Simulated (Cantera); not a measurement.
Charge: 1 mol Si2H6, a varied amount of N2, 0.049 mol Cl2, equilibrated at 1350 K and 3.53 Torr.

Method: chemical equilibrium by Gibbs-energy minimisation in Cantera with the NASA 1993 tables (ideal gas, pure condensed phases). Candidate condensed phases: NH4Cl, Si, Si3N4; 28 gas species. The feed counts by its element totals alone. N2 is the only nitrogen source here; it is nearly inert below about 1500 K, so the nitride shown seldom forms there in practice. Equilibrium is a limit: real reactors are often held back by kinetics, nucleation or transport.

x: gas mole fraction; n: condensed amount in mol.

```csv
n(N2) (mol),x N2,x H2,x HCl,x H,x SiCl2,n Si3N4(s)
25,0.886,0.110,0.00366,1.16e-5,1.93e-6,0.667
33,0.912,…,…,…,…,0.667
43,0.932,…,…,…,…,0.667
57,0.948,0.0503,0.00167,7.79e-6,8.40e-7,0.667
74,0.960,0.0390,0.00129,6.86e-6,6.46e-7,0.667
98,0.969,0.0296,0.000982,5.98e-6,4.87e-7,0.667
130,0.977,0.0224,0.000743,5.20e-6,3.67e-7,0.667
170,0.982,0.0172,0.000570,4.56e-6,2.81e-7,0.667
220,0.986,0.0133,0.000441,4.01e-6,2.17e-7,0.667
290,0.990,0.0101,0.000336,3.50e-6,1.64e-7,0.667
```

**Question.** Fill in the missing entries.

**Answer.** 
- 43, x H2: 0.0660
- 43, x HCl: 0.00219
- 43, x H: 8.93e-6
- 43, x SiCl2: 1.12e-6
- 33, x H2: 0.0850
- 33, x HCl: 0.00282
- 33, x H: 1.01e-5
- 33, x SiCl2: 1.46e-6
